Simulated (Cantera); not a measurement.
Input (Python, Cantera) and output of one run.

```python
import numpy as np
import cantera as ct

gas_names = """
    C2H6 C2H2,acetylene
""".split()
cond_names = """
    TiC(s) TiC(L) Ti(a) Ti(b) Ti(L)
""".split()


# ... load() reads the species with a 1 bar reference pressure and builds the phases ...
species = {s.name: s for s in load("nasa_gas.yaml", gas_names) + load("nasa_condensed.yaml", cond_names)}
# Each term lists the table entries of one substance; the one whose range holds T is used.
reactions = {
    'C2H6(g) + 4 TiC = 4 Ti + 3 C2H2(g)':
        [(-1, ['C2H6']), (-4, ['TiC(s)', 'TiC(L)']), (4, ['Ti(a)', 'Ti(b)', 'Ti(L)']), (3, ['C2H2,acetylene'])],
}


def pick(names, T):
    return next(species[n] for n in names if species[n].thermo.min_temp <= T <= species[n].thermo.max_temp)


results = []
for label, terms in reactions.items():
    print(label)
    print("     T/K   dH/kJ  dS/(J/K)   dG/kJ   log10 K")
    for T in [1150, 1350, 1550, 1750, 1950, 2150, 2350, 2550, 2750, 2950]:
        used = [(nu, pick(names, T)) for nu, names in terms]
        dH = sum(nu * s.thermo.h(T) for nu, s in used) / 1e6
        dS = sum(nu * s.thermo.s(T) for nu, s in used) / 1e3
        dG = dH - T * dS / 1e3
        logK = -dG * 1e6 / (ct.gas_constant * T * np.log(10))
        results.append((label, T, dH, dS, dG, logK, [s.name for _, s in used]))
        print(f"{T:8g} {dH:8.1f} {dS:8.1f} {dG:8.1f} {logK:8.2f}")
```

It prints:

```
C2H6(g) + 4 TiC = 4 Ti + 3 C2H2(g)
     T/K   dH/kJ  dS/(J/K)   dG/kJ   log10 K
    1150   1517.7    423.5   1030.6   -46.81
    1350   1530.8    435.0    943.5   -36.51
    1550   1529.5    434.1    856.6   -28.87
    1750   1529.6    434.1    769.8   -22.98
    1950   1589.7    465.1    682.8   -18.29
    2150   1596.3    468.3    589.4   -14.32
    2350   1601.6    470.7    495.5   -11.01
    2550   1605.4    472.2    401.2    -8.22
    2750   1607.6    473.1    306.6    -5.82
    2950   1608.4    473.4    212.0    -3.75
```

Cantera with NASA thermochemical tables; ideal gases at 1 bar, condensed phases pure. TiC: taken at fixed stoichiometry. Condensed species are held in their standard states even where they would react or evaporate.
